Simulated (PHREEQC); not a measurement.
Solution (80 °C): 0.18 mol/kgw NaCl, 0.0041 mol/kgw Na2B4O7 and 0.00035 mol/kgw Cu(NO3)2. Closed to the air; pH follows from the charge balance.

Computed with PHREEQC (ion-association model, wateq4f.dat).

This is a speciation only: nothing precipitates in the calculation.

**Question.** Order these Cu species by the share of Cu that they hold, largest first: Cu(OH)2, CuCl+, Cu2(OH)2+2, CuOH+.

**Answer.** Cu(OH)2 (86 %), Cu2(OH)2+2 (14 %), CuOH+ (0.16 %), CuCl+ (0.13 %)

The pH is 8.59 and the ionic strength 0.188 mol/kgw. Examples of supersaturated solids here: Cu(OH)2, Atacamite. Others may be too. Complexes and solids missing from the database can't appear. Away from 25 °C the constants follow the database's enthalpies or fits; those with neither stay at their 25 °C values. The database's constant for dissolved Cu(OH)2 is higher than later reviews accept.
